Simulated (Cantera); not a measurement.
An isothermal, constant-pressure homogeneous reactor starts with NO : N2 = 1 : 3.8 (molar parts), at 2125 K and 0.0133 bar. Integrator tolerance rtol = 1e-08.

Computed with Cantera and GRI-Mech 3.0 (53 species, 325 reactions). Radical loss at walls, strong at low pressure, is not modelled.

```json
[
 {"quantity": "x(NO) at 3.00 s", "before": "0.139 (gas-phase equilibrium 0.00771)", "after": "0.0431 (gas-phase equilibrium 0.00777)"},
 {"quantity": "x(O2) at 3.00 s", "before": "0.0330 (gas-phase equilibrium 0.0978)", "after": "0.0817 (gas-phase equilibrium 0.0993)"},
 {"quantity": "x(O) at 3.00 s", "before": "0.00270 (gas-phase equilibrium 0.00450)", "after": "0.00168 (gas-phase equilibrium 0.00184)"},
 {"quantity": "x(N2O) at 3.00 s", "before": "6.01e-6 (gas-phase equilibrium 5.28e-8)", "after": "7.72e-7 (gas-phase equilibrium 1.31e-7)"},
 {"quantity": "x(N2) at 3.00 s", "before": "0.825 (gas-phase equilibrium 0.890)", "after": "0.874 (gas-phase equilibrium 0.891)"}
]
```

Task: Name the change that produced these shifts.
(A) N2 3.8 to 21 parts
(B) pressure from 0.0133 bar to 0.0810 bar
(C) temperature 2125 to 1900 K
(D) N2 3.8 to 1.1 parts

Result: B, pressure from 0.0133 bar to 0.0810 bar
